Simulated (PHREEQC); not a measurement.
# Copper plating or etch bath: an equilibrium model

Dissolve 0.041 mol/kgw CuCl2, 0.018 mol/kgw Cd(NO3)2 and 0.00024 mol/kgw FeCl3 at 25 °C. Closed to the air; pH follows from the charge balance.

All values are PHREEQC results (ion-association model, phreeqc.dat), not measurements.

```json
{
  "pH": "3.61",
  "ionic_strength": "0.146 mol/kgw",
  "density": "1.006 g/cm³",
  "total_alkalinity": "-0.480 meq/kg"
}
```

```
species   molality  activity   log γ
--------  --------  --------  ------
Cl-         0.0659    0.0487  -0.131
Cu+2        0.0385    0.0138  -0.444
NO3-        0.0358    0.0259  -0.142
CdCl+       0.0109   0.00826  -0.119
Cd+2       0.00530   0.00178  -0.474
CuCl+      0.00244   0.00181  -0.130
CdCl2      0.00162   0.00168   0.015
H+        0.000301  0.000244  -0.091
CdNO3+    0.000152  0.000116  -0.119
FeOH+2    0.000133   4.41e-5  -0.479
Fe(OH)2+   7.80e-5   5.97e-5  -0.116
CdCl3-     6.77e-5   5.15e-5  -0.119
CuCl2      4.58e-5   4.74e-5   0.015
```

Precipitation was switched off in this run. The solution is supersaturated, for example in Fe(OH)3(a), Hematite (slow to form), so a real one may precipitate; this is no full list. Species that the database lacks are ignored.
